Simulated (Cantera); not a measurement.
Cantera run, input and output.

```python
import numpy as np
import cantera as ct

gas = ct.Solution("gri30.yaml")


def delay(T, t_max=10):
    gas.TPX = T, 100000, {'CH4': 1, 'O2': 1.18, 'N2': 4.42}
    reactor = ct.IdealGasReactor(gas, clone=False)
    net = ct.ReactorNet([reactor])
    net.rtol, net.atol = 1e-8, 1e-16
    while net.time < t_max:
        t_old, T_old = net.time, reactor.T
        net.step()
        if reactor.T > T + 400:  # ignition: a rise of 400 K
            return t_old + (T + 400 - T_old) / (reactor.T - T_old) * (net.time - t_old)
    return np.nan


taus = []
for T in [1200, 1275, 1350, 1425, 1500, 1575, 1650, 1725]:
    taus.append(delay(T))
    print(f"T0 = {T:6g} K   tau = {taus[-1]:.4e} s")
```

Result:

```
T0 =   1200 K   tau = 5.7440e-02 s
T0 =   1275 K   tau = 2.0279e-02 s
T0 =   1350 K   tau = 7.6912e-03 s
T0 =   1425 K   tau = 3.1218e-03 s
T0 =   1500 K   tau = 1.3629e-03 s
T0 =   1575 K   tau = 6.4497e-04 s
T0 =   1650 K   tau = 3.3176e-04 s
T0 =   1725 K   tau = 1.8451e-04 s
```

Cantera simulation using GRI-Mech 3.0 (53 species, 325 reactions); the numbers are that mechanism's predictions, not measurements.
